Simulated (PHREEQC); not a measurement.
Dissolve 18 mmol/kgw HF, 10 mmol/kgw NaF, 0.045 mmol/kgw H2SiF6 and 19 mmol/kgw HCl at 25 °C. Closed to the air; pH follows from the charge balance.

Computed with PHREEQC (ion-association model, wateq4f.dat).

Problem. The ionic strength comes out as 0.0211 mol/kgw. What activity coefficients do Na+, F-, Cl-, SiF6-2, HF2- get?

Solution. Na+ 0.87, F- 0.86, Cl- 0.86, SiF6-2 0.58, HF2- 0.86.

This is a speciation only: nothing precipitates in the calculation. Complexes and solids missing from the database can't appear. wateq4f.dat counts part of the HF as a dimer, H2F2, which phreeqc.dat doesn't know; its constant is uncertain. SiF6-2 is the database's only silicon fluoride.
